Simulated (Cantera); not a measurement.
Stirred combustor or abatement burner

A perfectly stirred reactor is fed with 12.2 % CH₄, 8.44 % H₂, 16.6 % O₂, 62.7 % N₂, at 5.00 bar; it is adiabatic with a 775 K inlet, and is followed from long to short residence time, starting on the burning branch (τ in s: 0.11, 0.041, 0.016, 0.006, 0.0023, 0.00087, 0.00033, 0.00013, 4.8e-05, 1.8e-05, 7e-06).

Detailed kinetics in Cantera: GRI-Mech 3.0 (53 species, 325 reactions).

| τ (s) | T (K) | x CH₄ | x H₂ | x O₂ | x HCN | x H | x CO |
|---|---|---|---|---|---|---|---|
| 0.11 | 2174 | 0.000226 | 0.132 | 1.90e-5 | 9.07e-6 | 0.000855 | 0.0903 |
| 0.041 | 2175 | 0.000528 | 0.131 | 4.88e-5 | 2.59e-5 | 0.000880 | 0.0899 |
| 0.016 | 2177 | 0.00109 | 0.129 | 0.000119 | 5.89e-5 | 0.000913 | 0.0888 |
| 0.0060 | 2180 | 0.00202 | 0.124 | 0.000297 | 0.000103 | 0.000968 | 0.0867 |
| 0.0023 | 2182 | 0.00328 | 0.118 | 0.000703 | 0.000130 | 0.00105 | 0.0833 |
| 0.00087 | 2180 | 0.00487 | 0.111 | 0.00164 | 0.000131 | 0.00115 | 0.0792 |
| 0.00033 | 2165 | 0.00694 | 0.103 | 0.00379 | 0.000107 | 0.00127 | 0.0753 |
| 0.00013 | 2120 | 0.0103 | 0.0967 | 0.00887 | 6.17e-5 | 0.00132 | 0.0717 |
| 4.8e-5 | 775 | 0.122 | 0.0844 | 0.166 | <1e-12 | <1e-12 | <1e-12 |
| 1.8e-5 | 775 | 0.122 | 0.0844 | 0.166 | <1e-12 | <1e-12 | <1e-12 |
| 7.0e-6 | 775 | 0.122 | 0.0844 | 0.166 | <1e-12 | <1e-12 | <1e-12 |
x: mole fraction; the columns are a selection and need not sum to one.
